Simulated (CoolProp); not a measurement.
A closed Brayton cycle with dry air: compressor inlet 321.15 K and 2.2 MPa, high pressure 4.46 MPa, turbine inlet 655 K, compressor efficiency 0.89, turbine efficiency 0.93, recuperator effectiveness 0.9 (on enthalpy, no pinch check). Each further row changes one setting.

Model: reference Helmholtz-energy equation of state, Lemmon 2000, in CoolProp. It is a pseudo-pure fit of the blend.

```tsv
case	thermal efficiency (%)	net work (kJ/kg)	compressor to turbine work	compressor exit (K)	turbine exit (K)
as stated	___	32.3	0.72	402.3	547.7
turbine inlet 605 K	___	23.4	0.78	402.3	504.9
compressor inlet 331.15 K	22.9	29.6	0.74	___	547.7
high pressure 3.79 MPa	25.5	28.3	0.68	382.2	570.8
recuperator effectiveness 0.5	16.9	32.3	0.72	402.3	547.7
```

Task: Complete the blanks.

Result: 
- as stated, thermal efficiency (%): 24.6
- turbine inlet 605 K, thermal efficiency (%): 19.9
- compressor inlet 331.15 K, compressor exit (K): 414.7
